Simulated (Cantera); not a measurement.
A closed system holds: 1 mol MgO, 0.091 mol SO3, 6.5 mol CO2, at 1000 Pa.

Equilibrium computed with Cantera from the NASA thermochemical tables; the gas is ideal and each condensed phase is pure. Candidate condensed phases: C, Mg, MgCO3, MgO, MgS, MgSO4, S; 26 gas species. Equilibrium is a limit: real reactors are often held back by kinetics, nucleation or transport.

Q: Which condensed phases are stable at each of these points (T (°C)): 577, 627, 677, 727, 777, 827, 877, 927, 977, 1027, 1077, 1127, 1177, 1227?

A: 
| T (°C) | condensed phases | Mg condensed (%) |
|---|---|---|
| 577 | MgO(s) + MgSO4(s) | 100.0 |
| 627 | MgO(s) + MgSO4(s) | 100.0 |
| 677 | MgO(s) + MgSO4(s) | 100.0 |
| 727 | MgO(s) | 100.0 |
| 777 | MgO(s) | 100.0 |
| 827 | MgO(s) | 100.0 |
| 877 | MgO(s) | 100.0 |
| 927 | MgO(s) | 100.0 |
| 977 | MgO(s) | 100.0 |
| 1027 | MgO(s) | 100.0 |
| 1077 | MgO(s) | 100.0 |
| 1127 | MgO(s) | 100.0 |
| 1177 | MgO(s) | 100.0 |
| 1227 | MgO(s) | 100.0 |

From 577 °C to 677 °C the condensed part is MgO(s) + MgSO4(s). From 727 °C to 1227 °C the condensed part is MgO(s).
